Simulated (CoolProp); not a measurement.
Vapour-liquid equilibrium of propane (1) + R236EA (2) at 13.1 bar; x and y are mole fractions of (1).

Computed with CoolProp (multi-fluid Helmholtz-energy mixture model, Lemmon 2009 and Rui 2013; pair parameters Bell 2016).

```csv
x,bubble temperature (K),y at the bubble point,dew temperature at overall composition x (K),liquid density (mol/L)
0.05,355.5,0.183,362.3,7.966
0.125,343.6,0.396,358.5,8.320
0.2,334.5,0.536,…,8.596
0.275,328.1,0.625,350.6,8.806
0.35,323.6,0.682,346.3,8.970
0.425,320.5,0.721,341.8,9.109
0.5,…,0.752,337.0,9.240
0.575,316.5,0.778,331.7,9.377
0.65,315.1,0.803,326.1,9.533
0.725,313.8,…,320.3,9.716
0.8,312.7,0.861,315.2,9.932
0.875,311.8,0.901,312.3,10.18
0.95,311.3,0.953,311.3,10.47
```

Complete the blanks.


- 0.2, dew temperature at overall composition x (K): 354.6
- 0.5, bubble temperature (K): 318.3
- 0.725, y at the bubble point: 0.830

No azeotrope shows between x = 0.05 and 0.95.

Pair parameters are fitted to limited data, so mixtures are less certain than the pure fluids. With so large a gap from Raoult's law the liquid may split in two, which this calculation doesn't test in full.
